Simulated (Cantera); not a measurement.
**Abatement and gas-phase synthesis: H2O + O2**

A closed system holds: 1 mol H2O, 1.1 mol O2, at 0.0110 bar.

Method: chemical equilibrium by Gibbs-energy minimisation in Cantera with the NASA 1993 tables (ideal gas, pure condensed phases). Candidate condensed phases: H2O; 22 gas species. Ions and electrons are included (thermal ionisation). The numbers say what is thermodynamically allowed, not how fast it happens.

```tsv
T (K)	x O	x H	x O2	x OH	x H2	x H2O
3000	0.411	0.288	0.145	0.0854	0.0367	0.0327
3250	0.540	0.357	0.0514	0.0345	0.0136	0.00332
3500	0.592	0.376	0.0158	0.0120	0.00445	0.000310
3750	0.608	0.381	0.00514	0.00444	0.00159	3.54e-5
4000	0.613	0.383	0.00186	0.00181	0.000636	5.13e-6
4250	0.614	0.384	0.000754	0.000812	0.000281	9.24e-7
4500	0.615	0.384	0.000336	0.000397	0.000136	2.00e-7
4750	0.615	0.384	0.000163	0.000209	7.08e-5	5.10e-8
5000	0.615	0.384	8.49e-5	0.000117	3.93e-5	1.48e-8
```
x: gas mole fraction; nothing condenses.

From 3000 K to 5000 K nothing is condensed.
